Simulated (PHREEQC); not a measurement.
Solution (25 °C): 0.0065 mol/kgw HF, 0.0069 mol/kgw NH4HF2 and 0.00034 mol/kgw H2SiF6. Closed to the air; pH follows from the charge balance.

Computed with PHREEQC (ion-association model, wateq4f.dat).

```tsv
quantity	before	after
pH	2.92	2.67
ionic strength (mol/kgw)	0.00855	0.00261
HF (mol/kgw)	0.0117	0.00477
F- (mol/kgw)	0.00720	0.00156
H2F2 (mol/kgw)	0.000359	5.92e-5
HF2- (mol/kgw)	0.000325	2.86e-5
SI of Quartz (SiO2)	-5.04	-2.11
```

### Question
Name the change that produced these shifts.
A. NH4HF2 left out
B. 0.0099 mol/kgw HBr added
C. 0.00059 mol/kgw FeCl3 added
D. HF left out

### Answer
A, NH4HF2 left out

No solid was allowed to form. SiF6-2 is the database's only silicon fluoride.
